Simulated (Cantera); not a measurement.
A Cantera script and its output.

```python
import numpy as np
import cantera as ct

gas = ct.Solution("gri30.yaml")
gas.TPX = 950, 1333, {'H2': 0.017, 'O2': 6.6}
reactor = ct.IdealGasConstPressureReactor(gas, energy="off", clone=False)
net = ct.ReactorNet([reactor])
net.rtol, net.atol = 1e-08, 1e-18
show = ['H2', 'O2', 'H', 'OH', 'H2O2']
times = np.geomspace(1e-06, 200, 12)

steps = ct.SolutionArray(gas, extra=["t"])
rows = []
print(f"{'t/s':>10s}{'T/K':>9s}{'P/Pa':>11s}" + "".join(f"{s:>11s}" for s in show))
for t in times:
    while net.time < t:
        t_next = net.step()
        steps.append(gas.state, t=t_next)
    rows.append([np.interp(t, steps.t, y) for y in (steps.T, steps.P, *steps(*show).X.T)])
    print(f"{t:10.3e}{rows[-1][0]:9.1f}{rows[-1][1]:11.4g}" + "".join(f"{x:11.3e}" for x in rows[-1][2:]))
rate = np.gradient(steps.T, steps.t)
print("integrator steps:", len(steps.t))
if steps.T.max() > steps.T[0] + 200:
    print(f"time of steepest temperature rise: {steps.t[rate.argmax()]:.4e} s")
gas.TPX = 950, 1333, {'H2': 0.017, 'O2': 6.6}
gas.equilibrate("TP")
print(f"equilibrium (TP): T = {gas.T:.1f} K  " + "  ".join(f"{s} {gas[s].X[0]:.3e}" for s in show))
```

Output:

```
       t/s      T/K       P/Pa         H2         O2          H         OH       H2O2
 1.000e-06    950.0       1333  2.569e-03  9.974e-01  5.865e-15  2.047e-17  5.270e-23
 5.684e-06    950.0       1333  2.569e-03  9.974e-01  3.291e-14  5.388e-16  1.401e-21
 3.231e-05    950.0       1333  2.569e-03  9.974e-01  1.743e-13  1.554e-14  4.259e-20
 1.836e-04    950.0       1333  2.569e-03  9.974e-01  6.903e-13  3.852e-13  1.382e-18
 1.044e-03    950.0       1333  2.569e-03  9.974e-01  1.451e-12  4.885e-12  4.514e-17
 5.932e-03    950.0       1333  2.569e-03  9.974e-01  6.221e-12  5.100e-11  1.497e-15
 3.372e-02    950.0       1333  2.569e-03  9.974e-01  3.551e-09  3.351e-08  1.639e-13
 1.916e-01    950.0       1333  1.035e-05  9.966e-01  1.802e-05  5.855e-05  6.850e-09
 1.089e+00    950.0       1333  3.030e-07  9.973e-01  5.769e-07  1.622e-05  3.754e-09
 6.191e+00    950.0       1333  1.243e-08  9.974e-01  6.367e-09  3.648e-06  1.675e-09
 3.519e+01    950.0       1333  5.065e-10  9.974e-01  7.995e-11  8.574e-07  2.549e-10
 2.000e+02    950.0       1333  3.712e-11  9.974e-01  2.177e-12  2.580e-07  3.005e-11
integrator steps: 1469
equilibrium (TP): T = 950.0 K  H2 4.091e-13  O2 9.974e-01  H 3.103e-15  OH 2.874e-08  H2O2 4.260e-13
```

Detailed kinetics in Cantera: GRI-Mech 3.0 (53 species, 325 reactions). Radical loss at walls, strong at low pressure, is not modelled.
